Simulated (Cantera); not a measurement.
Thermodynamics of halide evaporation, hydrolysis and transport, feed FeCl₂ + H₂ + O₂

Charge: 1 mol FeCl₂, 0.42 mol H₂, 0.046 mol O₂, equilibrated at 0.0133 bar.

Cantera equilibrium calculation (NASA polynomials, part measured and part estimated; ideal gas, pure solids and liquids). Candidate condensed phases: Fe, FeCl₂, FeCl₃, FeO, Fe(OH)₂, Fe(OH)₃, Fe₂O₃, Fe₃O₄, H₂O; 22 gas species. Each liquid is taken as pure. Mutual solubility and eutectic melting of coexisting phases are not modelled. The tables' stoichiometric FeO is somewhat more stable than real wüstite, so its field is too wide. FeO: taken at fixed stoichiometry. The numbers say what is thermodynamically allowed, not how fast it happens.

| T (K) | x FeCl₂ | x HCl | x Fe | x H₂ | x H₂O | x Cl | x H | n Fe(γ) | n FeO(s) | n Fe(δ) | n FeO(l) | n Fe(l) |
|---|---|---|---|---|---|---|---|---|---|---|---|---|
| 1373 | 0.548 | 0.311 | 5.85e-7 | 0.103 | 0.0374 | 2.32e-5 | 9.26e-6 | 0.182 | 0.0390 | 0 | 0 | 0 |
| 1473 | 0.559 | 0.290 | 6.27e-6 | 0.107 | 0.0437 | 7.86e-5 | 3.59e-5 | 0.176 | 0.0300 | 0 | 0 | 0 |
| 1573 | 0.568 | 0.272 | 4.93e-5 | 0.110 | 0.0494 | 0.000229 | 0.000117 | 0.171 | 0.0218 | 0 | 0 | 0 |
| 1673 | 0.575 | 0.257 | 0.000301 | 0.113 | 0.0535 | 0.000588 | 0.000332 | 0 | 0 | 0.167 | 0.0159 | 0 |
| 1773 | 0.578 | 0.247 | 0.00148 | 0.117 | 0.0539 | 0.00136 | 0.000844 | 0 | 0 | 0.159 | 0.0153 | 0 |
| 1873 | 0.577 | 0.239 | 0.00593 | 0.118 | 0.0545 | 0.00294 | 0.00192 | 0 | 0 | 0 | 0.0138 | 0.151 |
| 1973 | 0.568 | 0.230 | 0.0201 | 0.117 | 0.0545 | 0.00588 | 0.00399 | 0 | 0 | 0 | 0.0119 | 0.130 |
| 2073 | 0.541 | 0.215 | 0.0602 | 0.111 | 0.0525 | 0.0108 | 0.00758 | 0 | 0 | 0 | 0.00992 | 0.0684 |
| 2173 | 0.489 | 0.214 | 0.115 | 0.0889 | 0.0528 | 0.0219 | 0.0125 | 0 | 0 | 0 | 0 | 0 |
| 2273 | 0.430 | 0.241 | 0.140 | 0.0648 | 0.0467 | 0.0497 | 0.0185 | 0 | 0 | 0 | 0 | 0 |
x: gas mole fraction; n: condensed amount in mol.

From 1373 K to 1573 K the condensed part is Fe(γ) + FeO(s). From 1673 K to 1773 K the condensed part is Fe(δ) + FeO(l). From 1873 K to 2073 K the condensed part is Fe(l) + FeO(l). From 2173 K to 2273 K nothing is condensed. The main Fe-bearing gas is FeCl₂ throughout.
